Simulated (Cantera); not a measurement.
**Catalytic stagnation flow on Pt**

A jet of 7.02 % CH4, 14.8 % O2, 78.1 % N2 at 300 K and 0.200 bar hits a platinum plate 5.5 cm away at a mass flux of 0.021 kg/m²/s; the plate temperature is set and raised in steps from an oxygen-covered start.

Cantera simulation using Deutschmann's 1995 Pt surface mechanism with GRI-Mech 3.0 gas chemistry; the numbers are that mechanism's predictions, not measurements. Catalytic surfaces can have several steady states; this one follows from the mechanism file's or the stated starting coverage.

```tsv
plate T (K)	wall x CH4	wall x O2	wall x H2O	wall x OH	wall x CO	wall x CO2	θ free Pt	θ O*	θ OH*
950	0.0106	0.0214	0.111	1.09e-7	6.46e-6	0.0739	0.323	0.673	0.00376
1000	0.00589	0.0114	0.119	2.60e-7	5.38e-6	0.0798	0.438	0.558	0.00344
1050	0.00378	0.00709	0.123	5.62e-7	5.15e-6	0.0823	0.546	0.451	0.00297
1100	0.00274	0.00498	0.125	1.12e-6	5.50e-6	0.0835	0.641	0.356	0.00247
1150	0.00217	0.00390	0.125	2.08e-6	6.41e-6	0.0840	0.721	0.277	0.00201
1200	0.00185	0.00341	0.126	3.66e-6	7.90e-6	0.0842	0.783	0.215	0.00163
1250	0.00167	0.00327	0.126	6.19e-6	1.00e-5	0.0842	0.830	0.169	0.00132
```
x: mole fraction at the wall; θ: surface coverage.
